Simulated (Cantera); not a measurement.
A Cantera script and what it prints.

```python
import numpy as np
import cantera as ct

gas_names = """
    Cu CuO Cu2 H HO2 H2 H2O H2O2 O OH O2 O3
""".split()
cond_names = """
    Cu(cr) Cu(L) CuO(s) CuO2H2(s) Cu2O(s) Cu2O(L) H2O(s) H2O(L)
""".split()


def load(file, names, dense=False):
    # The tables refer to 1 bar. Condensed volumes are neglected.
    table = {s.name: s for s in ct.Species.list_from_file(file)}
    out = []
    for n in names:
        d = dict(table[n].input_data)
        d["thermo"] = dict(d["thermo"], **{"reference-pressure": 1e5})
        if dense:
            d["equation-of-state"] = {"model": "constant-volume", "density": "1e6 g/cm^3"}
        out.append(ct.Species.from_dict(d))
    return out


gas = ct.Solution(thermo="ideal-gas", species=load("nasa_gas.yaml", gas_names))
cond = {s.name: ct.Solution(thermo="fixed-stoichiometry", species=[s], name=s.name)
        for s in load("nasa_condensed.yaml", cond_names, dense=True)}
atoms = {
    'CuO': {'Cu': 1, 'O': 1},
    'H2': {'H': 2},
}
top_T = {'CuO(s)': 1390}  # K; cautious upper limits of use, not melting points


def equilibrate(T, P, feed):
    n = {}
    for name, mol in feed.items():
        for a, k in atoms[name].items():
            n[a] = n.get(a, 0.0) + k * mol
    gas.TPX = T, P, n
    mass = sum(n.values()) * gas.mean_molecular_weight
    gas.equilibrate("TP")
    valid = [c for c in cond.values() if c.min_temp <= T <= top_T.get(c.name, c.max_temp)]
    mix = ct.Mixture([(gas, mass / gas.mean_molecular_weight)] + [(c, 0.0) for c in valid])
    mix.T, mix.P = T, P
    mix.equilibrate("TP", solver="vcs", rtol=1e-11, max_steps=5000)
    return mix


results = []
feed = {'CuO': 1, 'H2': 38}  # mol
T = 2073  # K
for P in [10, 100, 1000, 10000, 100000, 1000000]:
    mix = equilibrate(T, P, feed)
    results.append((T, P, feed, dict(zip(mix.species_names, mix.species_moles))))

top = {s: max(r[3][s] / sum(r[3][g] for g in gas_names) for r in results) for s in gas_names}
cols = sorted((s for s in top if top[s] > 1e-06), key=lambda s: -top[s])[:7]
seen = [c for c in cond_names if any(r[3].get(c, 0) > 1e-12 for r in results)]
print("log10 of partial pressures in bar; condensed amounts in mol")
print(f"{'P/Pa':>10s}" + "".join(f"{s[:9]:>10s}" for s in cols + seen))
for T, P, feed, n in results:
    ng = sum(n[g] for g in gas_names)
    print(f"{P:10.4g}" + "".join(f"{np.log10(max(n[s] / ng * P / 1e5, 1e-99)):10.3f}" for s in cols)
          + "".join(f"{n.get(c, 0):10.4g}" for c in seen))
```

Result:

```
log10 of partial pressures in bar; condensed amounts in mol
      P/Pa        H2         H       H2O        Cu        OH         O       Cu2     Cu(L)
        10    -4.137    -4.648    -5.661    -5.643    -7.117    -7.773   -11.484         0
       100    -3.059    -4.110    -4.613    -4.608    -6.608    -7.802    -9.415         0
      1000    -2.034    -3.597    -3.598    -3.597    -6.105    -7.812    -7.392         0
     1e+04    -1.026    -3.093    -2.593    -2.594    -5.604    -7.815    -5.386         0
     1e+05    -0.016    -2.588    -1.584    -2.082    -5.100    -7.816    -4.362     0.679
     1e+06     0.988    -2.086    -0.580    -2.082    -4.598    -7.816    -4.362    0.9682
```

Cantera equilibrium calculation (NASA polynomials, part measured and part estimated; ideal gas, pure solids and liquids).
